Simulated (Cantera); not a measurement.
An isothermal, constant-pressure homogeneous reactor starts with CH4 : H2 = 1 : 5.6 (molar parts), at 1448 K and 0.0132 atm. Integrator tolerance rtol = 1e-08.

Cantera simulation using GRI-Mech 3.0 (53 species, 325 reactions); the numbers are that mechanism's predictions, not measurements. GRI-Mech 3.0 stops at C3 and has no aromatics, soot or wall deposition, so with more carbon than oxygen in the feed, carbon stays in small species such as C2H2 where larger ones or solid carbon would form. Radical loss at walls, strong at low pressure, is not modelled.

```tsv
quantity	before	after
x(CH4) at 20.0 s	0.112 (gas-phase equilibrium 0.00457)	0.126 (gas-phase equilibrium 0.126)
x(H2) at 20.0 s	0.871 (gas-phase equilibrium 0.932)	0.863 (gas-phase equilibrium 0.863)
x(C2H) at 20.0 s	1.16e-9 (gas-phase equilibrium 7.12e-9)	9.22e-11 (gas-phase equilibrium 9.22e-11)
x(C2H4) at 20.0 s	0.000293 (gas-phase equilibrium 0.000381)	0.00375 (gas-phase equilibrium 0.00375)
x(H) at 20.0 s	4.48e-5 (gas-phase equilibrium 7.76e-5)	7.87e-6 (gas-phase equilibrium 7.87e-6)
```

Task: Name the change that produced these shifts.
(A) temperature 1448 to 1898 K
(B) H2 5.6 to 4 parts
(C) temperature 1448 to 1373 K
(D) pressure from 0.0132 atm to 1.18 atm

Result: D, pressure from 0.0132 atm to 1.18 atm
